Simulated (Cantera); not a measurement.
**BN + F2 + H2 (nitride etching)**

Input: 1 mol BN, 1.4 mol F2, 5.5 mol H2, at 5.30 mbar.

Equilibrium computed with Cantera from the NASA thermochemical tables; the gas is ideal and each condensed phase is pure. Candidate condensed phases: B, BN; 31 gas species. The tables' values for BF2 are old estimates; treat these amounts as uncertain. Equilibrium is a limit: real reactors are often held back by kinetics, nucleation or transport.

```tsv
T (K)	x H2	x BF3	x N2	x HF	x BHF2	x BF2	x H	n BN(s)
850	0.793	0.133	0.0663	0.00785	5.28e-6	6.80e-10	2.51e-10	0.0847
900	0.792	0.132	0.0661	0.00930	1.18e-5	4.86e-9	1.43e-9	0.0880
950	0.792	0.132	0.0658	0.0108	2.43e-5	2.81e-8	6.80e-9	0.0915
1000	0.791	0.131	0.0656	0.0124	4.64e-5	1.37e-7	2.77e-8	0.0950
1050	0.790	0.131	0.0653	0.0140	8.31e-5	5.69e-7	9.90e-8	0.0986
1100	0.789	0.130	0.0651	0.0156	0.000141	2.08e-6	3.16e-7	0.102
1150	0.788	0.129	0.0648	0.0172	0.000228	6.77e-6	9.10e-7	0.106
1200	0.787	0.129	0.0646	0.0189	0.000353	2.00e-5	2.41e-6	0.109
1250	0.787	0.128	0.0643	0.0205	0.000529	5.39e-5	5.89e-6	0.112
1300	0.786	0.127	0.0641	0.0221	0.000766	0.000134	1.35e-5	0.115
1350	0.785	0.126	0.0639	0.0237	0.00108	0.000313	2.90e-5	0.118
1400	0.783	0.125	0.0638	0.0253	0.00148	0.000684	5.91e-5	0.120
1450	0.782	0.124	0.0637	0.0268	0.00197	0.00141	0.000115	0.120
```
x: gas mole fraction; n: condensed amount in mol.

From 850 K to 1450 K the condensed part is BN(s). The main B-bearing gas is BF3 throughout.
